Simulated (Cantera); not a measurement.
What does this Cantera script print?

```python
import numpy as np
import cantera as ct

gas_names = """
    Cu CuF CuF2 Cu2 F F2 H HF H2 H2F2 H3F3 H4F4 H5F5 H6F6 H7F7 N NF NF2 NF3 NH NH2 NH3 N2 N2H2 N2H4
""".split()
cond_names = """
    Cu(cr) Cu(L) CuF2(s) CuF2(L)
""".split()


# ... load() reads the species with a 1 bar reference pressure and builds the phases ...
atoms = {
    'CuF2': {'Cu': 1, 'F': 2},
    'HF': {'H': 1, 'F': 1},
    'N2': {'N': 2},
}
top_T = {}  # K; cautious upper limits of use, not melting points


# ... equilibrate(T, P, feed) seeds the gas with the atoms and calls Mixture.equilibrate('TP', solver="vcs", rtol=1e-11, max_steps=5000) ...
results = []
feed = {'CuF2': 1, 'HF': 0.28, 'N2': 2.9}  # mol
T = 1175  # K
for P in [0.1, 0.46, 2.2, 10, 46, 220, 1000, 4600, 22000, 100000]:
    mix = equilibrate(T, P, feed)
    results.append((T, P, feed, dict(zip(mix.species_names, mix.species_moles))))

top = {s: max(r[3][s] / sum(r[3][g] for g in gas_names) for r in results) for s in gas_names}
cols = sorted((s for s in top if top[s] > 0.0001), key=lambda s: -top[s])[:6]
seen = [c for c in cond_names if any(r[3].get(c, 0) > 1e-12 for r in results)]
print("log10 of partial pressures in bar; condensed amounts in mol")
print(f"{'P/Pa':>10s}" + "".join(f"{s[:9]:>10s}" for s in cols + seen))
for T, P, feed, n in results:
    ng = sum(n[g] for g in gas_names)
    print(f"{P:10.4g}" + "".join(f"{np.log10(max(n[s] / ng * P / 1e5, 1e-99)):10.3f}" for s in cols)
          + "".join(f"{n.get(c, 0):10.4g}" for c in seen))
```

It prints:

```
log10 of partial pressures in bar; condensed amounts in mol
      P/Pa        N2      CuF2        HF         F       CuF   CuF2(L)
       0.1    -6.170    -6.683    -7.185    -7.594    -7.594         0
      0.46    -5.501    -5.987    -6.517    -7.246    -7.246         0
       2.2    -4.819    -5.292    -5.834    -6.898    -6.898         0
        10    -4.160    -4.627    -5.175    -6.566    -6.566         0
        46    -3.497    -3.961    -4.512    -6.233    -6.233         0
       220    -2.817    -3.280    -3.832    -5.892    -5.892         0
      1000    -2.074    -3.123    -3.089    -5.814    -5.814    0.7403
      4600    -1.384    -3.123    -2.400    -5.814    -5.814    0.9469
   2.2e+04    -0.699    -3.123    -1.714    -5.814    -5.814    0.9891
     1e+05    -0.040    -3.123    -1.056    -5.814    -5.814    0.9976
```

These are equilibrium values from Cantera (NASA tables, ideal gas, pure condensed phases), not measurements of a reactor.
